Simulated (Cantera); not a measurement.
# Catalytic stagnation flow on Pt

A jet of 1.73 % CH₄, 13.0 % O₂, 85.3 % N₂, equivalence ratio 0.27 at 300 K and 18000 Pa hits a platinum plate 5.8 cm away at a mass flux of 0.045 kg/m²/s; the plate temperature is set and raised in steps from an oxygen-covered start.

Model: Deutschmann's 1995 Pt surface mechanism with GRI-Mech 3.0 gas chemistry, integrated in Cantera. Catalytic surfaces can have several steady states; this one follows from the mechanism file's or the stated starting coverage.

| plate T (K) | wall x CH₄ | wall x O₂ | wall x H₂O | wall x OH | wall x CO | wall x CO₂ | θ free Pt | θ O* | θ OH* |
|---|---|---|---|---|---|---|---|---|---|
| 900 | 0.00953 | 0.113 | 0.0145 | 2.03e-8 | 3.29e-6 | 0.00945 | 0.165 | 0.833 | 0.00126 |
| 950 | 0.00657 | 0.107 | 0.0199 | 6.23e-8 | 3.12e-6 | 0.0130 | 0.227 | 0.772 | 0.00136 |
| 1000 | 0.00453 | 0.103 | 0.0237 | 1.67e-7 | 2.88e-6 | 0.0155 | 0.291 | 0.707 | 0.00134 |
| 1050 | 0.00322 | 0.0998 | 0.0260 | 3.99e-7 | 2.70e-6 | 0.0171 | 0.357 | 0.642 | 0.00125 |
| 1100 | 0.00239 | 0.0981 | 0.0275 | 8.63e-7 | 2.61e-6 | 0.0180 | 0.421 | 0.578 | 0.00114 |
| 1150 | 0.00168 | 0.0970 | 0.0285 | 1.78e-6 | 3.50e-6 | 0.0185 | 0.484 | 0.515 | 0.00102 |
x: mole fraction at the wall; θ: surface coverage.
